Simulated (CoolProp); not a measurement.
Vapour-liquid equilibrium of R227EA (1) + n-butane (2) at 222 kPa; x and y are mole fractions of (1).

Computed with CoolProp (multi-fluid Helmholtz-energy mixture model, Lemmon 2016 and Bücker 2006; pair parameters Bell 2016).

```
x      bubble temperature (°C)  y at the bubble point  dew temperature at overall composition x (°C)  liquid density (mol/L)
-----  -----------------------  ---------------------  ---------------------------------------------  ----------------------
0.05                      12.9                    [?]                                            [?]                   9.956
0.125                      5.9                  0.462                                           18.2                   9.901
0.2                        2.7                  0.540                                           15.7                   9.784
0.275                      [?]                  0.578                                           13.1                   9.647
0.35                       0.4                  0.600                                           10.3                   9.509
0.425                      [?]                  0.616                                            7.4                   9.377
0.5                        [?]                  0.630                                            4.3                   9.256
0.575                     -0.6                  0.646                                            1.3                   9.147
0.65                      -0.7                  0.667                                           -0.6                   9.051
0.725                     -0.7                    [?]                                           -0.5                   8.965
0.8                       -0.3                  0.740                                            0.3                   8.886
0.875                      0.4                  0.805                                            1.4                   8.808
0.95                       1.9                  0.904                                            2.6                   8.726
```

**Question.** Some entries are withheld; supply them.

**Answer.** 
- 0.05, y at the bubble point: 0.280
- 0.05, dew temperature at overall composition x (°C): 20.6
- 0.275, bubble temperature (°C): 1.1
- 0.425, bubble temperature (°C): -0.1
- 0.5, bubble temperature (°C): -0.4
- 0.725, y at the bubble point: 0.697

y crosses x between x = 0.65 and 0.725: the model has an azeotrope there.

The pair parameters rest on a limited set of measurements; away from them the model extrapolates. With so large a gap from Raoult's law the liquid may split in two, which this calculation doesn't test in full.
